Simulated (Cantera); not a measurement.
Thermodynamics of nitride etching, feed BN + Cl2

Charge: 1 mol BN, a varied amount of Cl2, held at 1998.15 K and 0.0133 bar.

Cantera equilibrium calculation (NASA polynomials, part measured and part estimated; ideal gas, pure solids and liquids). Candidate condensed phases: B, BN; 10 gas species. The tables' values for BCl2, BCl are old estimates; treat these amounts as uncertain. Rates play no part.

```json
[
 {"n(Cl2) (mol)": "2.6", "log p Cl": "-2.11", "log p BCl3": "-2.45", "log p N2": "-2.74", "log p Cl2": "-3.95"},
 {"n(Cl2) (mol)": "3.8", "log p Cl": "-2.01", "log p BCl3": "-2.66", "log p N2": "-2.96", "log p Cl2": "-3.74"},
 {"n(Cl2) (mol)": "5.6", "log p Cl": "-1.96", "log p BCl3": "-2.86", "log p N2": "-3.16", "log p Cl2": "-3.65"},
 {"n(Cl2) (mol)": "8.3", "log p Cl": "-1.93", "log p BCl3": "-3.05", "log p N2": "-3.35", "log p Cl2": "-3.59"},
 {"n(Cl2) (mol)": "12", "log p Cl": "-1.92", "log p BCl3": "-3.22", "log p N2": "-3.52", "log p Cl2": "-3.56"},
 {"n(Cl2) (mol)": "18", "log p Cl": "-1.90", "log p BCl3": "-3.41", "log p N2": "-3.70", "log p Cl2": "-3.54"},
 {"n(Cl2) (mol)": "27", "log p Cl": "-1.90", "log p BCl3": "-3.59", "log p N2": "-3.89", "log p Cl2": "-3.53"}
]
```
log p: log10 of the partial pressure in bar; nothing condenses.

From 2.6 mol Cl2 to 27 mol Cl2 nothing is condensed. The main B-bearing gas is BCl3 throughout.
